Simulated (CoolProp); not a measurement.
Model: reference Helmholtz-energy equation of state, Zhou 2011, in CoolProp.

Task: Give the vapour pressure (bar), liquid density (kg/m³), vapour density (kg/m³), surface tension (mN/m) of saturated dimethyl carbonate at 333.6, 390.7, 400.3 K.

Result: 
```
T (K)  p (bar)  liquid density (kg/m³)  vapour density (kg/m³)  surface tension (mN/m)
-----  -------  ----------------------  ----------------------  ----------------------
333.6    0.356                    1020                    1.17                    23.2
390.7     2.26                     934                    6.61                    15.4
400.3     2.90                     919                    8.38                    14.2
```

Surface tension comes from a separate correlation (Mulero 2014).
